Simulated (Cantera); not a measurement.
An isothermal, constant-pressure homogeneous reactor starts with 20.4 % CH₄, 79.6 % H₂O, at 1900 K and 9000 Torr.

Computed with Cantera and GRI-Mech 3.0 (53 species, 325 reactions). The pressure lies above the range GRI-Mech 3.0 was tuned for (to about 10 atm).

x: mole fraction; the columns are a selection and need not sum to one.

| t (s) | x CH₄ | x H₂O | x CH₂CO | x CH₃ | x CH₂ | x H₂ |
|---|---|---|---|---|---|---|
| 9.00e-5 | 0.112 | 0.731 | 7.38e-5 | (withheld) | 8.81e-7 | 0.115 |
| 0.000441 | 0.0520 | 0.662 | 9.92e-5 | (withheld) | 5.51e-7 | 0.214 |
| 0.00216 | 0.0260 | 0.565 | 5.74e-5 | (withheld) | 2.77e-7 | 0.310 |
| 0.0106 | 0.0139 | 0.449 | 1.07e-5 | (withheld) | 7.20e-8 | 0.408 |
| 0.0520 | 0.00114 | 0.398 | 1.19e-7 | (withheld) | 3.16e-9 | 0.457 |
| 0.255 | 3.87e-7 | 0.396 | 2.39e-11 | 2.63e-9 | 1.09e-12 | 0.459 |
| 1.25 | 3.84e-7 | 0.396 | 2.37e-11 | 2.61e-9 | 1.08e-12 | 0.459 |
| 6.12 | 3.84e-7 | 0.396 | 2.37e-11 | 2.61e-9 | 1.08e-12 | 0.459 |
| 30.0 | 3.84e-7 | 0.396 | 2.37e-11 | 2.61e-9 | 1.08e-12 | 0.459 |

Q: Some entries are withheld; supply them.

A: 
- 9.00e-5, x CH₃: 0.00120
- 0.000441, x CH₃: 0.000494
- 0.00216, x CH₃: 0.000218
- 0.0106, x CH₃: 0.000100
- 0.0520, x CH₃: 7.69e-6
